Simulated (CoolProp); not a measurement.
Model: reference Helmholtz-energy equation of state, Lemmon 2005, in CoolProp. It is a short technical equation, of lower accuracy than the large ones.

Question: For isobutene, give the phase and the expansivity (1/kK), fugacity coefficient at 480.5 K and 0.753 MPa.

Answer: 
- 480.5 K and 0.753 MPa: gas; expansivity 2.40, fugacity coefficient 0.959
